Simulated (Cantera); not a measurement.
# Hydrocarbon pyrolysis for carbon deposition

An isothermal, constant-pressure homogeneous reactor starts with 1.96 % C2H6, 98.0 % N2, at 1725 K and 0.0263 atm.

Cantera simulation using GRI-Mech 3.0 (53 species, 325 reactions); the numbers are that mechanism's predictions, not measurements. GRI-Mech 3.0 stops at C3 and has no aromatics, soot or wall deposition, so with more carbon than oxygen in the feed, carbon stays in small species such as C2H2 where larger ones or solid carbon would form. Radical loss at walls, strong at low pressure, is not modelled.

| t (s) | x C2H6 | x C2H | x HCN | x CH3 | x CH2 | x H2 | x C2H4 |
|---|---|---|---|---|---|---|---|
| 0.000200 | 0.0127 | 1.71e-8 | 5.14e-7 | 0.00829 | 2.99e-5 | 0.00178 | 0.00187 |
| 0.000406 | 0.00578 | 5.50e-7 | 4.07e-6 | 0.0104 | 5.40e-5 | 0.00713 | 0.00624 |
| 0.000823 | 0.000781 | 2.45e-6 | 1.36e-5 | 0.00642 | 5.51e-5 | 0.0168 | 0.00804 |
| 0.00167 | 4.34e-5 | 2.61e-6 | 2.38e-5 | 0.00228 | 2.67e-5 | 0.0257 | 0.00434 |
| 0.00339 | 8.02e-6 | 1.75e-6 | 2.89e-5 | 0.00104 | 1.08e-5 | 0.0303 | 0.00165 |
| 0.00687 | 2.96e-6 | 1.21e-6 | 3.16e-5 | 0.000594 | 4.99e-6 | 0.0325 | 0.000496 |
| 0.0139 | 1.31e-6 | 8.82e-7 | 3.34e-5 | 0.000375 | 2.52e-6 | 0.0336 | 0.000138 |
| 0.0283 | 6.18e-7 | 6.64e-7 | 3.48e-5 | 0.000247 | 1.33e-6 | 0.0342 | 5.24e-5 |
| 0.0574 | 3.05e-7 | 5.27e-7 | 3.59e-5 | 0.000168 | 7.46e-7 | 0.0348 | 2.61e-5 |
| 0.116 | 1.63e-7 | 4.57e-7 | 3.71e-5 | 0.000121 | 4.75e-7 | 0.0353 | 1.44e-5 |
| 0.236 | 9.03e-8 | 4.47e-7 | 3.84e-5 | 8.99e-5 | 3.49e-7 | 0.0359 | 8.26e-6 |
| 0.479 | 4.37e-8 | 4.81e-7 | 4.07e-5 | 6.31e-5 | 2.65e-7 | 0.0365 | 4.26e-6 |
| 0.972 | 1.52e-8 | 5.39e-7 | 4.43e-5 | 3.78e-5 | 1.79e-7 | 0.0370 | 1.92e-6 |
| 1.97 | 3.73e-9 | 6.05e-7 | 4.97e-5 | 1.91e-5 | 1.02e-7 | 0.0373 | 1.03e-6 |
| 4.00 | 7.23e-10 | 6.57e-7 | 5.64e-5 | 8.50e-6 | 4.96e-8 | 0.0375 | 8.04e-7 |
x: mole fraction; the columns are a selection and need not sum to one.

Equilibrium at this temperature and pressure: C2H6 <1e-12, C2H 1.15e-7, HCN 0.0315, CH3 1.34e-7, CH2 8.35e-10, H2 0.0376, C2H4 1.24e-7 (gas phase only).
